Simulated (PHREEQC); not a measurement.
Make-up at 25 °C: 0.00049 mol/kgw Al2(SO4)3. Closed to the air; pH follows from the charge balance.

All values are PHREEQC results (ion-association model, wateq4f.dat), not measurements.

Precipitation was switched off in this run.

Task: What pH does the model give?

Result: pH 4.25.

Task: In which forms is S present?

Result: SO4-2 62 %, AlSO4+ 36 %, Al(SO4)2- 1.6 % of the S.

The solution is supersaturated, for example in Basaluminite, Gibbsite (slow to form), so a real one may precipitate; this is no full list.
